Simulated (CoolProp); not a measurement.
Model: reference Helmholtz-energy equation of state, Lemmon 2006, in CoolProp. It is a short technical equation, of lower accuracy than the large ones.

Problem. For hydrogen sulfide, give the phase and the cp (kJ/(kg K)), viscosity (µPa s) at 659.6 K and 0.0577 MPa; 383.5 K and 38.8 MPa; 713.4 K and 1.05 MPa.

Solution. 
- 659.6 K and 0.0577 MPa: gas; cp 1.18, viscosity 26.0
- 383.5 K and 38.8 MPa: supercritical; cp 2.06, viscosity 91.2
- 713.4 K and 1.05 MPa: gas; cp 1.21, viscosity 27.9

Viscosity comes from a separate model (Quiñones-Cisneros 2012).
